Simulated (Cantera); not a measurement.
A freely propagating, adiabatic, planar premixed flame of H2 : O2 : N2 = 1 : 0.943 : 3.55 (molar parts), unburnt at 623 K and 158 Torr; mixture-averaged transport, grid criteria slope 0.08 and curve 0.16, no radiation.

Model: the H2/O2 subset of GRI-Mech 3.0, which has no nitrogen chemistry, integrated in Cantera. Burning velocities carry a grid error of a few per cent, more on coarse grids. Lean hydrogen flames are cellular in practice and burn faster than this planar one.

Problem. Predict: laminar burning velocity; thermal thickness; peak x(OH); peak x(H2O2); peak x(O); peak x(HO2).

Solution. 
- laminar burning velocity: 438 cm/s
- thermal thickness: 3.42 mm
- peak x(OH): 0.0105
- peak x(H2O2): 2.26e-6
- peak x(O): 0.0151
- peak x(HO2): 7.68e-5
